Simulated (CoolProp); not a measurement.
Properties of nitrogen along the isobar 48.1 bar (Tc = -147.0 °C, pc = 33.96 bar, ω = 0.037).

Model: reference Helmholtz-energy equation of state, Span 2000, in CoolProp.

```tsv
T (°C)	phase	Z	cv (kJ/(kg K))	Joule-Thomson coefficient (K/MPa)	viscosity (µPa s)
-173.15	liquid	0.2277	0.9889	-0.1667	84.1
-134.15	supercritical	0.5143	0.9870	6.141	15.1
-95.15	supercritical	0.8455	0.7996	4.791	?
-56.05	supercritical	0.9348	0.7702	?	15.2
-17.05	supercritical	?	0.7595	2.459	16.8
22.05	supercritical	0.9948	0.7546	1.829	18.5
61.05	supercritical	1.006	0.7526	1.367	20.1
100.15	supercritical	1.013	0.7524	1.012	21.7
```

Fill in the missing entries.


- -95.15, viscosity (µPa s): 13.7
- -56.05, Joule-Thomson coefficient (K/MPa): 3.368
- -17.05, Z: 0.9743

Viscosity comes from a separate model (Lemmon 2004).
